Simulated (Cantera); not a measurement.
Cantera run, input and output.

```python
import numpy as np
import cantera as ct

gas = ct.Solution("gri30.yaml")
gas.TPX = 600, 110000, {'CH4': 1, 'O2': 1.54, 'N2': 5.78, 'H2': 0.69}
flame = ct.FreeFlame(gas, width=0.037)
flame.set_refine_criteria(ratio=3, slope=0.08, curve=0.16)
flame.transport_model = "mixture-averaged"
flame.solve(loglevel=0, auto=True)
z, T = flame.grid, flame.T
thick = (T[-1] - T[0]) / np.gradient(T, z).max()
show = ['CH4', 'O2', 'H2O', 'NO', 'HCN', 'CO']
print(f"laminar burning velocity  {flame.velocity[0] * 100:.3f} cm/s")
print(f"burnt temperature         {T[-1]:.1f} K")
print(f"thermal thickness         {thick * 1e3:.4f} mm")
print(f"grid points               {len(z)}")
z0 = z[flame.heat_release_rate.argmax()]
print(f"{'z/mm':>9s}{'T/K':>9s}{'u/(m/s)':>9s}" + "".join(f"{s:>11s}" for s in show))
rows = []
for k in (-3, -2, -1.5, -1, -0.5, -0.25, 0, 0.25, 0.5, 1, 2, 4, 8):
    zz = z0 + k * thick
    rows.append([k * thick, np.interp(zz, z, T), np.interp(zz, z, flame.velocity),
                 *(np.interp(zz, z, flame.X[gas.species_index(s)]) for s in show)])
    print(f"{rows[-1][0] * 1e3:9.3f}{rows[-1][1]:9.1f}{rows[-1][2]:9.3f}" + "".join(f"{x:11.3e}" for x in rows[-1][3:]))
```

Result:

```
laminar burning velocity  83.347 cm/s
burnt temperature         2166.4 K
thermal thickness         0.4485 mm
grid points               139
     z/mm      T/K  u/(m/s)        CH4         O2        H2O         NO        HCN         CO
   -1.346    600.7    0.835  1.109e-01  1.708e-01  7.774e-05  5.353e-10  4.919e-10  6.224e-06
   -0.897    606.1    0.843  1.105e-01  1.704e-01  7.044e-04  6.565e-09  7.785e-09  7.454e-05
   -0.673    623.4    0.869  1.094e-01  1.695e-01  2.747e-03  3.360e-08  4.732e-08  3.618e-04
   -0.449    717.4    1.005  1.035e-01  1.636e-01  1.417e-02  3.056e-07  4.927e-07  2.651e-03
   -0.224   1125.5    1.600  7.491e-02  1.285e-01  6.453e-02  2.807e-06  4.864e-06  1.849e-02
   -0.112   1497.1    2.156  4.505e-02  8.722e-02  1.120e-01  6.317e-06  1.210e-05  3.872e-02
    0.000   1839.4    2.684  1.626e-02  4.105e-02  1.588e-01  1.242e-05  2.639e-05  6.188e-02
    0.112   2021.1    2.966  3.967e-03  1.384e-02  1.836e-01  2.190e-05  4.659e-05  7.410e-02
    0.224   2088.4    3.067  1.086e-03  4.204e-03  1.906e-01  3.297e-05  5.935e-05  7.691e-02
    0.449   2124.1    3.116  1.698e-04  4.523e-04  1.908e-01  5.216e-05  5.997e-05  7.640e-02
    0.897   2137.8    3.132  1.922e-05  4.652e-05  1.891e-01  7.509e-05  4.394e-05  7.525e-02
    1.794   2146.1    3.143  1.507e-06  2.643e-05  1.888e-01  9.617e-05  2.387e-05  7.503e-02
    3.588   2154.3    3.153  6.628e-08  1.569e-05  1.892e-01  1.101e-04  9.593e-06  7.519e-02
```

Model: GRI-Mech 3.0 (53 species, 325 reactions), integrated in Cantera. Burning velocities carry a grid error of a few per cent, more on coarse grids.
